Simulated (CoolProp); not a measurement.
A closed Brayton cycle with carbon dioxide: compressor inlet 331.15 K and 7.9 MPa, high pressure 16.3 MPa, turbine inlet 735 K, compressor efficiency 0.8, turbine efficiency 0.9, recuperator effectiveness 0.8 (on enthalpy, no pinch check). Each further row changes one setting.

The numbers come from the reference Helmholtz-energy equation of state, Span 1996 in CoolProp.

```json
[
 {"case": "as stated", "thermal efficiency (%)": "22.1", "net work (kJ/kg)": "43.5", "compressor to turbine work": "0.49", "compressor exit (K)": "396.5", "turbine exit (K)": "653.7"},
 {"case": "turbine inlet 685 K", "thermal efficiency (%)": "20.5", "net work (kJ/kg)": "36.8", "compressor to turbine work": "0.53", "compressor exit (K)": "396.5", "turbine exit (K)": "606.9"},
 {"case": "compressor inlet 341.15 K", "thermal efficiency (%)": "[?]", "net work (kJ/kg)": "39.4", "compressor to turbine work": "[?]", "compressor exit (K)": "409.7", "turbine exit (K)": "653.7"},
 {"case": "high pressure 13.9 MPa", "thermal efficiency (%)": "[?]", "net work (kJ/kg)": "[?]", "compressor to turbine work": "[?]", "compressor exit (K)": "381.6", "turbine exit (K)": "[?]"},
 {"case": "recuperator effectiveness 0.5", "thermal efficiency (%)": "[?]", "net work (kJ/kg)": "43.5", "compressor to turbine work": "0.49", "compressor exit (K)": "396.5", "turbine exit (K)": "653.7"}
]
```

Question: What belongs in the gaps?

Answer: 
- compressor inlet 341.15 K, thermal efficiency (%): 21.0
- compressor inlet 341.15 K, compressor to turbine work: 0.54
- high pressure 13.9 MPa, thermal efficiency (%): 20.1
- high pressure 13.9 MPa, net work (kJ/kg): 35.8
- high pressure 13.9 MPa, compressor to turbine work: 0.47
- high pressure 13.9 MPa, turbine exit (K): 671.3
- recuperator effectiveness 0.5, thermal efficiency (%): 15.2
